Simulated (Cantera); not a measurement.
Calcination and drying: Mg(OH)2 + CO2 + H2

Feed: 1 mol Mg(OH)2, 2.1 mol CO2, 2.2 mol H2, at 1423 K and 22000 Pa.

These are equilibrium values from Cantera (NASA tables, ideal gas, pure condensed phases), not measurements of a reactor. Candidate condensed phases: C, C6H6, C7H8, C8H18, H2O, Mg, MgCO3, MgO, Mg(OH)2; 116 gas species. The numbers say what is thermodynamically allowed, not how fast it happens.

| Quantity | Value |
|---|---|
| x(H2O) | 0.401 |
| x(CO) | 0.212 |
| x(H2) | 0.203 |
| x(CO2) | 0.184 |
| x(H) | 6.38e-6 |
| n(MgO(s)) | 1.00 mol |
| gas amount | 5.300 mol |
| log10 activity of C(graphite) (absent) | -4.14 |
| log10 activity of Mg(l) (absent) | -10.41 |
